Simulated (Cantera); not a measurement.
# Sublimation and decomposition of ceramics: MgO + C + H2

Feed: 1 mol MgO, 0.72 mol C, 3.3 mol H2, equilibrated at 3530 Torr.

Equilibrium computed with Cantera from the NASA thermochemical tables; the gas is ideal and each condensed phase is pure. Candidate condensed phases: C, C6H6, C7H8, C8H18, H2O, Mg, MgCO3, MgO, Mg(OH)2; 116 gas species. The tables' values for MgH are old estimates; treat these amounts as uncertain. Kinetics and transport are ignored.

From 1873 K to 2073 K the condensed part is C(graphite) + MgO(s). From 2173 K to 2473 K the condensed part is MgO(s). The main Mg-bearing gas is Mg throughout. The share of Mg in condensed phases is highest at 1873 K (92.3 %) and lowest at 2473 K (26.1 %).

```
T (K)  log p H2  log p CO  log p Mg  log p H  log p MgH  log p H2O  n C(graphite)  n MgO(s)
-----  --------  --------  --------  -------  ---------  ---------  -------------  --------
1873       0.65     -0.98     -0.99    -2.86      -2.51      -4.02          0.631     0.923
1973       0.61     -0.55     -0.56    -2.56      -2.07      -3.81          0.483     0.773
2073       0.52     -0.16     -0.17    -2.32      -1.70      -3.69         0.0176     0.309
2173       0.51     -0.15     -0.16    -2.06      -1.67      -3.16              0     0.280
2273       0.51     -0.15     -0.16    -1.82      -1.65      -2.66              0     0.278
2373       0.51     -0.15     -0.16    -1.60      -1.63      -2.21              0     0.273
2473       0.51     -0.15     -0.15    -1.40      -1.61      -1.80              0     0.261
```
log p: log10 of the partial pressure in bar; n: condensed amount in mol.
